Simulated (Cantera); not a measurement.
## Oxide etching and cleaning by halides: TiO2 + HCl + H2

Input: 1 mol TiO2, 1.3 mol HCl, 16 mol H2, equilibrated at 0.128 Torr.

Cantera equilibrium calculation (NASA polynomials, part measured and part estimated; ideal gas, pure solids and liquids). Candidate condensed phases: H2O, Ti, TiCl2, TiCl3, TiCl4, TiO, TiO2, Ti2O3, Ti3O5, Ti4O7; 23 gas species. Mutual solubility and eutectic melting of coexisting phases are not modelled. Condensed phases not in the tables: Magnéli phases beyond Ti4O7. The numbers say what is thermodynamically allowed, not how fast it happens.

```
T (K)   x H2   x HCl       x H    x H2O      x Cl      x OH  n TiO2(rutile)  n Ti4O7(s)  n Ti3O5(s)
-----  -----  ------  --------  -------  --------  --------  --------------  ----------  ----------
1250   0.923  0.0751   3.56e-5  0.00168   2.48e-6  6.68e-10           0.884      0.0291           0
1325   0.921  0.0751  0.000120  0.00349   8.23e-6   6.66e-9           0.758      0.0604           0
1400   0.918  0.0751  0.000357  0.00672   2.41e-5   5.20e-8           0.535       0.116           0
1475   0.912  0.0750  0.000950   0.0121   6.33e-5   3.31e-7           0.160       0.210           0
1550   0.908  0.0749   0.00230   0.0144  0.000152   1.23e-6               0       0.250           0
1625   0.906  0.0746   0.00515   0.0144  0.000334   3.45e-6               0       0.250           0
1700   0.896  0.0740    0.0107   0.0182  0.000687   1.12e-5               0      0.0498       0.267
1775   0.886  0.0730    0.0209   0.0190   0.00132   2.79e-5               0           0       0.333
1850   0.869  0.0712    0.0385   0.0188   0.00240   6.16e-5               0           0       0.333
```
x: gas mole fraction; n: condensed amount in mol.

From 1250 K to 1475 K the condensed part is TiO2(rutile) + Ti4O7(s). From 1550 K to 1625 K the condensed part is Ti4O7(s). At 1700 K the condensed part is Ti3O5(s) + Ti4O7(s). From 1775 K to 1850 K the condensed part is Ti3O5(s). The main Ti-bearing gas is TiCl3 at 1250 K and TiO2 at 1850 K.
